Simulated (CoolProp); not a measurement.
The numbers come from the reference Helmholtz-energy equation of state, Thol 2018 in CoolProp.

Task: Give the vapour pressure (bar), liquid density (kg/m³), vapour density (kg/m³), enthalpy of vaporisation (kJ/kg) of saturated hydrogen chloride at 182.8, 198.7, 246.2 K.

Result: 
| T (K) | p (bar) | liquid density (kg/m³) | vapour density (kg/m³) | enthalpy of vaporisation (kJ/kg) |
|---|---|---|---|---|
| 182.8 | 0.740 | 1200 | 1.82 | 449 |
| 198.7 | 1.78 | 1160 | 4.10 | 432 |
| 246.2 | 11.9 | 1020 | 25.0 | 366 |
